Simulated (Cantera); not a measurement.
An isothermal, constant-pressure homogeneous reactor starts with 0.789 % CH4, 0.572 % O2, 98.6 % N2, equivalence ratio 2.8, at 1450 K and 1.01 bar.

Computed with Cantera and GRI-Mech 3.0 (53 species, 325 reactions).

Predict: x(CH4) at 4.00 s; x(NO) at 4.00 s; x(CH2CO) at 4.00 s; x(OH) at 4.00 s; x(H2O) at 4.00 s.


| Item | Value |
|---|---|
| x(CH4) at 4.00 s | 0.000839 (gas-phase equilibrium 4.32e-11) |
| x(NO) at 4.00 s | 1.02e-8 (gas-phase equilibrium 4.90e-10) |
| x(CH2CO) at 4.00 s | 1.58e-7 (gas-phase equilibrium <1e-12) |
| x(OH) at 4.00 s | 1.53e-8 (gas-phase equilibrium 5.71e-9) |
| x(H2O) at 4.00 s | 0.00591 (gas-phase equilibrium 0.00285) |
